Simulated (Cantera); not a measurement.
A closed system holds: 1 mol CCl4, 6.8 mol H2, at 698 K.

Equilibrium computed with Cantera from the NASA thermochemical tables; the gas is ideal and each condensed phase is pure. Candidate condensed phases: C, C6H6, C7H8, C8H18; 91 gas species. Kinetics and transport are ignored.

log p: log10 of the partial pressure in bar; n: condensed amount in mol.

| P (Pa) | log p H2 | log p HCl | log p CH4 | log p C2H6 | log p CH3Cl | n C(graphite) |
|---|---|---|---|---|---|---|
| 1 | -5.26 | -5.34 | -9.58 | <-17 | -16.34 | 1.000 |
| 10 | -4.26 | -4.34 | -7.58 | <-16 | -14.34 | 0.998 |
| 100 | -3.27 | -3.34 | -5.58 | -13.28 | -12.34 | 0.977 |
| 1000 | -2.29 | -2.33 | -3.63 | -10.35 | -10.36 | ? |
| 10000 | -1.43 | -1.29 | -1.92 | -7.78 | -8.46 | ? |
| 100000 | -0.44 | -0.29 | -0.89 | -6.72 | -7.42 | ? |

Task: Complete the blanks.

Result: 
- 1000, n C(graphite): 0.800
- 10000, n C(graphite): 0.0499
- 100000, n C(graphite): 0
